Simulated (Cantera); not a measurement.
An isothermal, constant-pressure homogeneous reactor starts with 16.0 % H2, 40.0 % O2, 44.0 % N2, equivalence ratio 0.20, at 1250 K and 0.00217 atm.

Cantera simulation using the H2/O2 subset of GRI-Mech 3.0, which has no nitrogen chemistry; the numbers are that mechanism's predictions, not measurements. Radical loss at walls, strong at low pressure, is not modelled. The temperature is held fixed by assumption; the heat of reaction is taken as removed at once.

One state of this run: x H2 = 0.00709; x O2 = 0.325; x H = 0.0344; x HO2 = 5.73e-7; x H2O2 = 3.07e-8; x H2O = 0.138; x OH = 0.00693. x: mole fraction; the columns are a selection and need not sum to one.

Problem. Which value of t (s) does it belong to?
A) 0.496
B) 0.00181
C) 0.246
D) 0.0605

Solution. A, 0.496
